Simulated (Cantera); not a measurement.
Input: 1 mol HI, 0.068 mol H2, 1.5 mol N2, 0.00036 mol H2O, at 13300 Pa.

These are equilibrium values from Cantera (NASA tables, ideal gas, pure condensed phases), not measurements of a reactor. Candidate condensed phases: H2O, I2; 27 gas species. The numbers say what is thermodynamically allowed, not how fast it happens.

log p: log10 of the partial pressure in bar; nothing condenses.

| T (K) | log p N2 | log p I | log p H | log p H2 | log p HI | log p I2 | log p H2O |
|---|---|---|---|---|---|---|---|
| 2225 | -1.18 | -1.38 | -3.01 | -1.63 | -2.65 | (withheld) | -4.81 |
| 2325 | -1.19 | -1.38 | -2.78 | -1.64 | -2.73 | (withheld) | -4.81 |
| 2425 | -1.19 | -1.38 | -2.57 | -1.65 | -2.82 | (withheld) | -4.82 |
| 2525 | -1.19 | -1.38 | -2.38 | -1.66 | -2.90 | (withheld) | -4.83 |
| 2625 | -1.19 | -1.38 | -2.21 | -1.69 | -2.98 | (withheld) | -4.85 |
| 2725 | -1.20 | -1.38 | -2.06 | -1.72 | -3.06 | (withheld) | -4.89 |
| 2825 | -1.20 | -1.39 | -1.93 | -1.76 | -3.15 | (withheld) | -4.94 |
| 2925 | -1.21 | -1.39 | -1.81 | -1.82 | -3.24 | (withheld) | -5.03 |
| 3025 | -1.22 | -1.40 | -1.71 | -1.89 | -3.33 | (withheld) | -5.16 |
| 3125 | -1.23 | -1.41 | -1.63 | -1.97 | -3.43 | (withheld) | -5.34 |
| 3225 | -1.23 | -1.41 | -1.56 | -2.08 | -3.53 | (withheld) | -5.57 |

Task: Some entries are withheld; supply them.

Result: 
- 2225, log p I2: -4.72
- 2325, log p I2: -4.87
- 2425, log p I2: -5.02
- 2525, log p I2: -5.15
- 2625, log p I2: -5.28
- 2725, log p I2: -5.40
- 2825, log p I2: -5.51
- 2925, log p I2: -5.62
- 3025, log p I2: -5.73
- 3125, log p I2: -5.83
- 3225, log p I2: -5.93
